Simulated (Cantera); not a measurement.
Cantera with NASA thermochemical tables; ideal gases at 1 bar, condensed phases pure. Values are per mole of reaction as written; species without (g) are pure solids or liquids, kept so even where they would boil at 1 bar.

3 H₂(g) + 2 V₂O₃ ⇌ 4 V + 6 OH(g)

```json
[
 {"T (K)": "300", "ΔH° (kJ)": "(withheld)", "ΔS° (J/K)": "(withheld)", "ΔG° (kJ)": "(withheld)", "log10 K": "(withheld)", "condensed phases": "V₂O₃(s), V(s)"},
 {"T (K)": "1973", "ΔH° (kJ)": "2572.7", "ΔS° (J/K)": "526.4", "ΔG° (kJ)": "1534.0", "log10 K": "-40.61", "condensed phases": "V₂O₃(s), V(s)"},
 {"T (K)": "2123", "ΔH° (kJ)": "2562.3", "ΔS° (J/K)": "521.4", "ΔG° (kJ)": "1455.5", "log10 K": "-35.81", "condensed phases": "V₂O₃(s), V(s)"},
 {"T (K)": "2273", "ΔH° (kJ)": "2643.9", "ΔS° (J/K)": "558.6", "ΔG° (kJ)": "1374.1", "log10 K": "-31.58", "condensed phases": "V₂O₃(s), V(l)"},
 {"T (K)": "2423", "ΔH° (kJ)": "(withheld)", "ΔS° (J/K)": "(withheld)", "ΔG° (kJ)": "(withheld)", "log10 K": "(withheld)", "condensed phases": "V₂O₃(l), V(l)"},
 {"T (K)": "2573", "ΔH° (kJ)": "2400.3", "ΔS° (J/K)": "454.6", "ΔG° (kJ)": "1230.6", "log10 K": "-24.98", "condensed phases": "V₂O₃(l), V(l)"},
 {"T (K)": "2723", "ΔH° (kJ)": "2397.4", "ΔS° (J/K)": "453.5", "ΔG° (kJ)": "1162.5", "log10 K": "-22.30", "condensed phases": "V₂O₃(l), V(l)"},
 {"T (K)": "2873", "ΔH° (kJ)": "2394.6", "ΔS° (J/K)": "452.5", "ΔG° (kJ)": "1094.6", "log10 K": "-19.90", "condensed phases": "V₂O₃(l), V(l)"}
]
```

Some entries are withheld; supply them.


- 300, ΔH° (kJ): 2673.6
- 300, ΔS° (J/K): 629.7
- 300, ΔG° (kJ): 2484.7
- 300, log10 K: -432.62
- 2423, ΔH° (kJ): 2403.3
- 2423, ΔS° (J/K): 455.8
- 2423, ΔG° (kJ): 1298.9
- 2423, log10 K: -28.00
